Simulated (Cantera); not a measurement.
Hydrocarbon pyrolysis for carbon deposition

An isothermal, constant-pressure homogeneous reactor starts with C₃H₈ : H₂ : H₂O = 1 : 89 : 0.45 (molar parts), at 1125 K and 1.10 bar.

Cantera simulation using GRI-Mech 3.0 (53 species, 325 reactions); the numbers are that mechanism's predictions, not measurements. GRI-Mech 3.0 was tuned for natural gas; its chemistry of propane as a main component is partial and can be far from experiment. GRI-Mech 3.0 stops at C3 and has no aromatics, soot or wall deposition, so with more carbon than oxygen in the feed, carbon stays in small species such as C2H2 where larger ones or solid carbon would form.

```tsv
t (s)	x C₃H₈	x H₂	x C₂H₂	x CH₃	x CH₂	x C₂H₄	x C₂H₆
0.000100	0.0110	0.984	1.12e-11	7.26e-7	<1e-12	1.03e-5	3.59e-7
0.000307	0.0110	0.984	9.65e-10	2.10e-6	1.48e-12	9.60e-5	1.23e-6
0.000942	0.0104	0.983	5.05e-8	3.85e-6	5.18e-12	0.000678	6.69e-6
0.00289	0.00834	0.981	8.86e-7	3.36e-6	4.56e-12	0.00263	5.73e-5
0.00888	0.00455	0.978	6.95e-6	1.79e-6	1.91e-12	0.00603	0.000366
0.0273	0.00123	0.974	2.72e-5	5.35e-7	<1e-12	0.00832	0.00125
0.0837	0.000121	0.973	6.07e-5	2.13e-7	<1e-12	0.00816	0.00233
0.257	8.37e-7	0.972	0.000109	2.08e-7	<1e-12	0.00725	0.00290
0.788	4.84e-7	0.971	0.000142	2.36e-7	<1e-12	0.00634	0.00261
2.42	4.17e-7	0.969	0.000109	2.80e-7	<1e-12	0.00455	0.00187
7.43	2.07e-7	0.965	5.11e-5	2.83e-7	<1e-12	0.00215	0.000881
22.8	4.32e-8	0.963	1.42e-5	1.89e-7	<1e-12	0.000600	0.000245
70.0	3.26e-9	0.962	1.96e-6	7.81e-8	<1e-12	8.22e-5	3.27e-5
```
x: mole fraction; the columns are a selection and need not sum to one.

Equilibrium at this temperature and pressure: C₃H₈ 1.74e-11, H₂ 0.967, C₂H₂ 2.07e-8, CH₃ 2.27e-8, CH₂ <1e-12, C₂H₄ 9.24e-7, C₂H₆ 3.89e-7 (gas phase only).
